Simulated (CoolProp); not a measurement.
Ethanol along the isotherm 346.85 °C: Z from the reference equation and from simpler models built on Tc = 241.6 °C, pc = 6.268 MPa, ω = 0.644; each cubic takes its own stable root.

Model: reference Helmholtz-energy equation of state, Schroeder 2014, in CoolProp.

```csv
p (MPa),phase,reference
4.82,gas,0.9004
9.64,supercritical,0.7785
14.5,supercritical,0.6418
19.3,supercritical,0.5798
24.1,supercritical,0.5957
28.9,supercritical,0.6376
33.8,supercritical,0.6899
38.6,supercritical,0.7450
43.4,supercritical,0.8021
48.2,supercritical,0.8600
53,supercritical,0.9181
57.9,supercritical,0.9775
62.7,supercritical,1.035
```

Task: How far does each simpler model (van der Waals, Redlich-Kwong, Soave-Redlich-Kwong) lie from the reference over these 13 states: mean and median of the absolute difference, and the worst?

Result: 
- van der Waals: mean 26.9 %, median 30.5 %, worst +41.2 % at 346.85 °C and 62.7 MPa
- Redlich-Kwong: mean 10.6 %, median 12.1 %, worst -14.2 % at 346.85 °C and 9.64 MPa
- Soave-Redlich-Kwong: mean 19.8 %, median 22.8 %, worst +27.7 % at 346.85 °C and 24.1 MPa
